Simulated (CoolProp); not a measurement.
n-pentane at 293.15 K and 0.00772 MPa is throttled through a valve to 0.000617 MPa with no heat exchange. Each further row changes one setting.

The numbers come from the reference Helmholtz-energy equation of state, Thol 2019 in CoolProp.

| case | temperature change (K) | final density (kg/m³) |
|---|---|---|
| as stated | -0.2 | 0.0183 |
| outlet pressure 0.000185 MPa | -0.3 | 0.00548 |
| outlet pressure 0.000802 MPa | -0.2 | 0.0238 |
